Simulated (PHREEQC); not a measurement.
Make-up at 25 °C: 1.9 mol/kgw K2CO3, 0.024 mol/kgw NaHCO3 and 0.00011 mol/kgw H4SiO4. Closed to the air; pH follows from the charge balance.

Equilibrium calculation in PHREEQC: Pitzer model, pitzer.dat.

| quantity | before | after |
|---|---|---|
| pH | 11.68 | 11.18 |
| ionic strength (mol/kgw) | 5.72 | 5.70 |
| HCO3- (mol/kgw) | 0.0265 | 0.0515 |
| H3SiO4- (mol/kgw) | 6.61e-5 | 1.85e-5 |
| H2SiO4-2 (mol/kgw) | 4.36e-5 | 9.15e-5 |
| H4SiO4 (mol/kgw) | 2.89e-7 | 5.08e-8 |
| SI of SiO2(a) (SiO2) | -3.70 | -4.85 |

Problem. Name the change that produced these shifts.
(A) H4SiO4 replaced by Na2SiO3 at the same molality
(B) H4SiO4 from 0.00011 to 5.5e-05 mol/kgw
(C) temperature from 25 to 85 °C
(D) K2CO3 left out
(E) NaHCO3 left out

Solution. C, temperature from 25 to 85 °C

This is a speciation only: nothing precipitates in the calculation. In brines, pH and single-ion activities rest on the MacInnes convention. Away from 25 °C the constants follow the database's enthalpies or fits; those with neither stay at their 25 °C values.
